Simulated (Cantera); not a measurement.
Feed: 1 mol SiC, 0.18 mol CO2, 26 mol H2, equilibrated at 925 K and 1 atm.

Cantera equilibrium calculation (NASA polynomials, part measured and part estimated; ideal gas, pure solids and liquids). Equilibrium is a limit: real reactors are often held back by kinetics, nucleation or transport.

```csv
species,before,after
H2,0.986,0.997
CH4,0.0140,0.00301
"SiC(s), mol",0.820,0.820
"SiO2(β-quartz), mol",0.180,0.180
"C(graphite), mol",0,0.282
```
Gas species are given as mole fractions.

### Question
Name the change that produced these shifts.
(A) CO2 from 0.18 to 1.5 mol
(B) pressure from 1 atm to 13.3 mbar
(C) CO2 from 0.18 to 1.4 mol
(D) pressure from 1 atm to 1.33 mbar

### Answer
B, pressure from 1 atm to 13.3 mbar
